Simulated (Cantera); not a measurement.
Input (Python, Cantera) and output of one run.

```python
import numpy as np
import cantera as ct

gas_names = [...]  # 123 gases of nasa_gas.yaml made of C, H, O, Si
cond_names = """
    C(gr) C6H6(L) C7H8(L) C8H18(L),n-octa H2O(s) H2O(L) Si(cr) Si(L) SiC(b) SiO2(Lqz) SiO2(hqz) SiO2(L)
""".split()


# ... load() reads the species with a 1 bar reference pressure and builds the phases ...
atoms = {
    'SiC': {'Si': 1, 'C': 1},
    'O2': {'O': 2},
    'H2': {'H': 2},
    'CO2': {'C': 1, 'O': 2},
}
top_T = {'C(gr)': 4500, 'SiC(b)': 3050}  # K; cautious upper limits of use, not melting points


# ... equilibrate(T, P, feed) seeds the gas with the atoms and calls Mixture.equilibrate('TP', solver="vcs", rtol=1e-11, max_steps=5000) ...
results = []
T = 1173  # K
P = 470000  # Pa
for m in [5.8, 9.3, 15, 24, 38, 61, 98]:
    feed = {'SiC': 1, 'O2': 0.62, 'H2': m, 'CO2': 1.9}  # mol
    mix = equilibrate(T, P, feed)
    results.append((T, P, feed, dict(zip(mix.species_names, mix.species_moles))))

top = {s: max(r[3][s] / sum(r[3][g] for g in gas_names) for r in results) for s in gas_names}
cols = sorted((s for s in top if top[s] > 0.0001), key=lambda s: -top[s])[:8]
seen = [c for c in cond_names if any(r[3].get(c, 0) > 1e-12 for r in results)]
print("log10 of partial pressures in bar; condensed amounts in mol")
print(f"{'n(H2)':>10s}" + "".join(f"{s[:9]:>10s}" for s in cols + seen))
for T, P, feed, n in results:
    ng = sum(n[g] for g in gas_names)
    print(f"{feed['H2']:10.4g}" + "".join(f"{np.log10(max(n[s] / ng * P / 1e5, 1e-99)):10.3f}" for s in cols)
          + "".join(f"{n.get(c, 0):10.4g}" for c in seen))
```

Result:

```
log10 of partial pressures in bar; condensed amounts in mol
     n(H2)        H2        CO       H2O       CH4       CO2 SiO2(hqz)
       5.8     0.458     0.162    -0.789    -0.834    -1.190         1
       9.3     0.524    -0.001    -0.771    -0.819    -1.401         1
        15     0.572    -0.192    -0.794    -0.843    -1.662         1
        24     0.605    -0.402    -0.850    -0.898    -1.961         1
        38     0.627    -0.625    -0.930    -0.975    -2.286         1
        61     0.642    -0.872    -1.032    -1.074    -2.651         1
        98     0.652    -1.136    -1.151    -1.189    -3.044         1
```

These are equilibrium values from Cantera (NASA tables, ideal gas, pure condensed phases), not measurements of a reactor. The tables hold silica as quartz up to 1696 K and as liquid above; real silica turns to tridymite and cristobalite and melts near 1996 K.
